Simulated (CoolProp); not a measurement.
1,2-dichloroethane at 422.27 K and 0.892 MPa is throttled through a valve to 0.525 MPa with no heat exchange. Each further row changes one setting.

Computed with CoolProp (reference Helmholtz-energy equation of state, Thol 2015).

```tsv
case	temperature change (K)	final phase	final density (kg/m³)
as stated	-2.4	(withheld)	(withheld)
outlet pressure 0.158 MPa	-50.8	(withheld)	(withheld)
outlet pressure 0.683 MPa	(withheld)	(withheld)	(withheld)
```

### Question
Fill in the missing entries.

### Answer

- as stated, final phase: two-phase, vapour fraction 0.013
- as stated, final density (kg/m³): 585
- outlet pressure 0.158 MPa, final phase: two-phase, vapour fraction 0.230
- outlet pressure 0.158 MPa, final density (kg/m³): 22.6
- outlet pressure 0.683 MPa, temperature change (K): +0.0
- outlet pressure 0.683 MPa, final phase: liquid
- outlet pressure 0.683 MPa, final density (kg/m³): 1040
